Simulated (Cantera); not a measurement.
Cantera with NASA thermochemical tables; ideal gases at 1 bar, condensed phases pure. Values are per mole of reaction as written; species without (g) are pure solids or liquids, kept so even where they would boil at 1 bar.

2 C2H6(g) + 2 NiS = 2 Ni + 3 CH4(g) + CS2(g)

| T (K) | ΔH° (kJ) | ΔS° (J/K) | ΔG° (kJ) | log10 K |
|---|---|---|---|---|
| 300 | ___ | ___ | ___ | ___ |
| 350 | 236.8 | 293.0 | 134.2 | -20.03 |
| 375 | 236.8 | 293.0 | 126.9 | -17.68 |
| 400 | ___ | ___ | ___ | ___ |
| 425 | ___ | ___ | ___ | ___ |
| 450 | 236.5 | 292.3 | 104.9 | -12.18 |
| 475 | 236.3 | 292.0 | 97.6 | -10.74 |
| 500 | 236.1 | 291.6 | 90.3 | -9.44 |

Q: What belongs in the gaps?

A: 
- 300, ΔH° (kJ): 236.6
- 300, ΔS° (J/K): 292.5
- 300, ΔG° (kJ): 148.9
- 300, log10 K: -25.92
- 400, ΔH° (kJ): 236.7
- 400, ΔS° (J/K): 292.9
- 400, ΔG° (kJ): 119.6
- 400, log10 K: -15.61
- 425, ΔH° (kJ): 236.6
- 425, ΔS° (J/K): 292.6
- 425, ΔG° (kJ): 112.3
- 425, log10 K: -13.80
